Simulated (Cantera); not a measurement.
A closed system holds: 1 mol SiCl4, 0.23 mol Cl2, 210 mol H2, equilibrated at 898 K and 0.530 bar.

Method: chemical equilibrium by Gibbs-energy minimisation in Cantera with the NASA 1993 tables (ideal gas, pure condensed phases). Candidate condensed phases: Si; 19 gas species. The tables' values for SiCl3 are old estimates; treat these amounts as uncertain. The numbers say what is thermodynamically allowed, not how fast it happens.

Base state: H2 0.991, HCl 0.00424, SiCl4 0.00279, SiHCl3 0.00182, SiH2Cl2 0.000112, SiCl3 1.01e-5 (mole fractions); condensed: gas only.

### Question
What changes in the equilibrium state with this change: 1.7 mol NH3 added?

### Answer
| species | before | after |
|---|---|---|
| H2 | 0.991 | 0.978 |
| HCl | 0.00424 | 0.0207 |
| N2 | 0 | 0.000850 |
| SiCl4 | 0.00279 | 8.27e-6 |
| NH3 | 0 | 1.84e-5 |
| SiH2Cl2 | 0.000112 | 1.35e-8 |
| SiHCl3 | 0.00182 | 1.09e-6 |
| SiCl3 | 1.01e-5 | 6.08e-9 |
| Si3N4(s), mol | 0 | 0.333 |
Further candidate phases: NH4Cl, Si3N4.

### Question
What changes in the equilibrium state with this change: temperature from 898 K to 1475 K?

### Answer
```
species       before    after
----------  --------  -------
H2             0.991    0.980
HCl          0.00424   0.0185
SiCl2        1.77e-6  0.00110
SiCl4        0.00279  5.98e-6
H              <1e-9  1.76e-5
SiHCl3       0.00182  2.99e-5
SiH2Cl2     0.000112  2.35e-5
Si(s), mol         0    0.743
```

### Question
What changes in the equilibrium state with this change: Cl2 from 0.23 to 0.0065 mol?

### Answer
```
species    before     after
-------  --------  --------
H2          0.991     0.992
HCl       0.00424   0.00277
SiCl4     0.00279   0.00226
SiH2Cl2  0.000112  0.000212
SiHCl3    0.00182   0.00225
SiCl3     1.01e-5   1.25e-5
```
